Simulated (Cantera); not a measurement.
A perfectly stirred reactor is fed with CH4 : O2 : N2 : H2O = 1 : 4.08 : 16.7 : 0.44 (molar parts), equivalence ratio 0.49, at 1.00 atm; it is adiabatic with a 350 K inlet, and is followed from long to short residence time, starting on the burning branch (τ in s: 0.18, 0.049, 0.014, 0.0037, 0.001, 0.00028, 7.7e-05, 2.1e-05, 5.8e-06).

Computed with Cantera and GRI-Mech 3.0 (53 species, 325 reactions).

Question: What does this change do: 0.57 parts H2 added?

Answer: 
| quantity | before | after |
|---|---|---|
| blow-out, bracketed by the residence times tried | burning at 14.0 ms, out at 3.70 ms | burning at 1.00 ms, out at 0.280 ms |
| x(CH4) at τ = 0.180 s | 3.05e-5 | 1.26e-5 |
| x(O2) at τ = 0.180 s | 0.0937 | 0.0797 |
| x(H2O) at τ = 0.180 s | 0.110 | 0.133 |
| x(HCO) at τ = 0.180 s | 7.41e-9 | 6.93e-9 |
| x(CO) at τ = 0.180 s | 0.000304 | 0.000178 |
| x(CH4) at τ = 1.00 ms | 0.0450 | 0.000462 |
| x(O2) at τ = 1.00 ms | 0.184 | 0.0838 |
| x(H2O) at τ = 1.00 ms | 0.0198 | 0.129 |
| x(HCO) at τ = 1.00 ms | <1e-12 | 1.53e-6 |
| x(CO) at τ = 1.00 ms | <1e-12 | 0.00682 |
